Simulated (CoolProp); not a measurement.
Saturation properties of R152A.

Model: reference Helmholtz-energy equation of state, Outcalt 1996, in CoolProp. It is a modified Benedict-Webb-Rubin equation, recast in Helmholtz form.

```json
[
 {"T (K)": "254.1", "p (kPa)": "125.7", "liquid density (kg/m³)": "1001", "vapour density (kg/m³)": "4.133", "liquid cp (kJ/(kg K))": "1.638", "vapour viscosity (µPa s)": "9.45"},
 {"T (K)": "265.2", "p (kPa)": "196.5", "liquid density (kg/m³)": "976.8", "vapour density (kg/m³)": "6.309", "liquid cp (kJ/(kg K))": "1.671", "vapour viscosity (µPa s)": "9.88"},
 {"T (K)": "276.3", "p (kPa)": "295.2", "liquid density (kg/m³)": "952.0", "vapour density (kg/m³)": "9.303", "liquid cp (kJ/(kg K))": "1.708", "vapour viscosity (µPa s)": "10.3"},
 {"T (K)": "287.4", "p (kPa)": "428.2", "liquid density (kg/m³)": "926.0", "vapour density (kg/m³)": "13.33", "liquid cp (kJ/(kg K))": "1.751", "vapour viscosity (µPa s)": "10.8"},
 {"T (K)": "298.4", "p (kPa)": "600.8", "liquid density (kg/m³)": "898.8", "vapour density (kg/m³)": "18.60", "liquid cp (kJ/(kg K))": "1.801", "vapour viscosity (µPa s)": "11.2"},
 {"T (K)": "309.5", "p (kPa)": "823.9", "liquid density (kg/m³)": "869.7", "vapour density (kg/m³)": "25.56", "liquid cp (kJ/(kg K))": "1.862", "vapour viscosity (µPa s)": "11.7"},
 {"T (K)": "320.6", "p (kPa)": "1104", "liquid density (kg/m³)": "838.4", "vapour density (kg/m³)": "34.62", "liquid cp (kJ/(kg K))": "1.937", "vapour viscosity (µPa s)": "12.2"},
 {"T (K)": "331.7", "p (kPa)": "1450", "liquid density (kg/m³)": "804.1", "vapour density (kg/m³)": "46.43", "liquid cp (kJ/(kg K))": "2.036", "vapour viscosity (µPa s)": "12.8"},
 {"T (K)": "342.8", "p (kPa)": "1872", "liquid density (kg/m³)": "765.9", "vapour density (kg/m³)": "62.00", "liquid cp (kJ/(kg K))": "2.174", "vapour viscosity (µPa s)": "13.5"},
 {"T (K)": "353.9", "p (kPa)": "2380", "liquid density (kg/m³)": "721.9", "vapour density (kg/m³)": "83.05", "liquid cp (kJ/(kg K))": "2.389", "vapour viscosity (µPa s)": "14.4"}
]
```

It boils at 249.1 K under 1 atm.

Viscosity comes from a separate model (Bell 2016), an estimate that may be off by 10 % or more.
